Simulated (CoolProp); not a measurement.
Properties of water along the isotherm 398.75 °C (Tc = 373.9 °C, pc = 22.06 MPa, ω = 0.344).

Model: reference Helmholtz-energy equation of state, Wagner 2002, in CoolProp.

```csv
p (MPa),phase,cp (kJ/(kg K)),Prandtl number
4.14,gas,2.381,0.978
8.27,gas,2.849,1.06
12.4,gas,3.559,1.19
16.5,gas,4.718,1.38
20.7,gas,7.022,1.69
24.8,supercritical,13.25,2.34
29,supercritical,30.95,3.88
33.1,supercritical,13.61,1.94
```

The peak of cp marks the crossing from liquid-like to gas-like fluid above the critical point.

Viscosity comes from a separate model (Huber 2009). Thermal conductivity comes from a separate model (Huber 2012).
